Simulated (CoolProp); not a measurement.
Vapour-liquid equilibrium of dimethyl ether (1) + R227EA (2) at 0.813 bar; x and y are mole fractions of (1).

Model: multi-fluid Helmholtz-energy mixture model, Wu 2011 and Lemmon 2016; pair parameters Bell 2016, in CoolProp.

```csv
x,"bubble temperature, mixture model (°C)","bubble temperature, Raoult's law (°C)","y, mixture model","y, Raoult's law"
0.05,-20.4,-21.8,0.017,0.071
0.2,-17.6,-23.2,0.140,0.267
0.35,-16.8,-24.6,0.374,0.440
0.5,-18.7,-25.9,0.631,0.595
0.65,-22.3,-27.1,0.819,0.732
0.8,-25.8,-28.2,0.927,0.855
0.95,-28.9,-29.4,0.986,0.966
```

The largest gap from Raoult's law is +7.8 K in bubble temperature, at x = 0.35. y crosses x between x = 0.2 and 0.35: the model has an azeotrope there.

The pair parameters rest on a limited set of measurements; away from them the model extrapolates.
